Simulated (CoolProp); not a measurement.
Nitrous oxide at 495 K and 20.8 MPa is throttled through a valve to 2.29 MPa with no heat exchange. Each further row changes one setting.

Values from CoolProp's reference Helmholtz-energy equation of state, Lemmon 2006. It is a short technical equation, of lower accuracy than the large ones.

| case | temperature change (K) | final density (kg/m³) |
|---|---|---|
| as stated | (withheld) | (withheld) |
| outlet pressure 0.687 MPa | -69.0 | (withheld) |
| outlet pressure 2.98 MPa | (withheld) | (withheld) |

Question: Some entries are withheld; supply them.

Answer: 
- as stated, temperature change (K): -61.5
- as stated, final density (kg/m³): 29.0
- outlet pressure 0.687 MPa, final density (kg/m³): 8.63
- outlet pressure 2.98 MPa, temperature change (K): -58.3
- outlet pressure 2.98 MPa, final density (kg/m³): 37.8
